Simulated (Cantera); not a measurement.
Input (Python, Cantera):

```python
import numpy as np
import cantera as ct

gas = ct.Solution("gri30.yaml")
gas.TPX = 950, 400, {'H2': 0.006, 'O2': 1}
reactor = ct.IdealGasConstPressureReactor(gas, energy="off", clone=False)
net = ct.ReactorNet([reactor])
net.rtol, net.atol = 1e-08, 1e-18
show = ['H2', 'O2', 'H', 'H2O', 'OH', 'O']
times = np.geomspace(2e-05, 60, 15)

steps = ct.SolutionArray(gas, extra=["t"])
rows = []
print(f"{'t/s':>10s}{'T/K':>9s}{'P/Pa':>11s}" + "".join(f"{s:>11s}" for s in show))
for t in times:
    while net.time < t:
        t_next = net.step()
        steps.append(gas.state, t=t_next)
    rows.append([np.interp(t, steps.t, y) for y in (steps.T, steps.P, *steps(*show).X.T)])
    print(f"{t:10.3e}{rows[-1][0]:9.1f}{rows[-1][1]:11.4g}" + "".join(f"{x:11.3e}" for x in rows[-1][2:]))
rate = np.gradient(steps.T, steps.t)
print("integrator steps:", len(steps.t))
if steps.T.max() > steps.T[0] + 200:
    print(f"time of steepest temperature rise: {steps.t[rate.argmax()]:.4e} s")
gas.TPX = 950, 400, {'H2': 0.006, 'O2': 1}
gas.equilibrate("TP")
print(f"equilibrium (TP): T = {gas.T:.1f} K  " + "  ".join(f"{s} {gas[s].X[0]:.3e}" for s in show))
```

Output:

```
       t/s      T/K       P/Pa         H2         O2          H        H2O         OH          O
 2.000e-05    950.0        400  5.964e-03  9.940e-01  8.027e-14  4.666e-18  1.452e-15  1.456e-15
 5.803e-05    950.0        400  5.964e-03  9.940e-01  2.263e-13  7.689e-17  1.079e-14  1.085e-14
 1.684e-04    950.0        400  5.964e-03  9.940e-01  6.030e-13  1.674e-15  8.509e-14  8.629e-14
 4.886e-04    950.0        400  5.964e-03  9.940e-01  1.410e-12  3.442e-14  5.923e-13  6.168e-13
 1.418e-03    950.0        400  5.964e-03  9.940e-01  2.672e-12  6.038e-13  3.281e-12  3.701e-12
 4.114e-03    950.0        400  5.964e-03  9.940e-01  5.316e-12  8.210e-12  1.426e-11  1.957e-11
 1.194e-02    950.0        400  5.964e-03  9.940e-01  2.084e-11  1.153e-10  7.957e-11  1.421e-10
 3.464e-02    950.0        400  5.964e-03  9.940e-01  6.325e-10  5.761e-09  2.628e-09  5.224e-09
 1.005e-01    950.0        400  5.843e-03  9.939e-01  1.084e-05  9.516e-05  4.088e-05  8.321e-05
 2.917e-01    950.0        400  2.716e-05  9.902e-01  2.628e-04  5.718e-03  1.847e-04  3.639e-03
 8.463e-01    950.0        400  9.537e-06  9.919e-01  9.218e-05  5.860e-03  1.183e-04  1.999e-03
 2.456e+00    950.0        400  2.927e-06  9.933e-01  1.621e-05  5.936e-03  6.584e-05  6.327e-04
 7.126e+00    950.0        400  5.336e-07  9.939e-01  1.359e-06  5.966e-03  2.878e-05  1.214e-04
 2.068e+01    950.0        400  7.558e-08  9.940e-01  7.978e-08  5.976e-03  1.121e-05  1.831e-05
 6.000e+01    950.0        400  1.087e-08  9.940e-01  4.727e-09  5.980e-03  4.383e-06  2.774e-06
integrator steps: 1494
equilibrium (TP): T = 950.0 K  H2 1.740e-12  O2 9.940e-01  H 1.168e-14  H2O 5.982e-03  OH 5.916e-08  O 5.042e-10
```

Cantera simulation using GRI-Mech 3.0 (53 species, 325 reactions); the numbers are that mechanism's predictions, not measurements. Radical loss at walls, strong at low pressure, is not modelled.
